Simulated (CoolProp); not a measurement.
Properties of chloromethane (R40) along the isobar 215 kPa (Tc = 145.5 °C, pc = 6929 kPa, ω = 0.150).

The numbers come from the reference Helmholtz-energy equation of state, Thol 2014 in CoolProp.

| T (°C) | phase | Z | cv (kJ/(kg K)) |
|---|---|---|---|
| 104.55 | gas | 0.9837 | ? |
| 118.15 | gas | 0.9856 | ? |
| 131.75 | gas | 0.9871 | ? |
| 145.35 | gas | 0.9885 | ? |
| 158.95 | gas | 0.9897 | 0.8409 |
| 172.55 | gas | 0.9907 | ? |
| 186.05 | gas | 0.9916 | ? |
| 199.65 | gas | 0.9924 | ? |
| 213.25 | gas | 0.9931 | 0.9133 |
| 226.85 | gas | 0.9937 | ? |

### Question
Fill in the missing entries.

### Answer

- 104.55, cv (kJ/(kg K)): 0.7669
- 118.15, cv (kJ/(kg K)): 0.7852
- 131.75, cv (kJ/(kg K)): 0.8038
- 145.35, cv (kJ/(kg K)): 0.8224
- 172.55, cv (kJ/(kg K)): 0.8594
- 186.05, cv (kJ/(kg K)): 0.8775
- 199.65, cv (kJ/(kg K)): 0.8955
- 226.85, cv (kJ/(kg K)): 0.9308
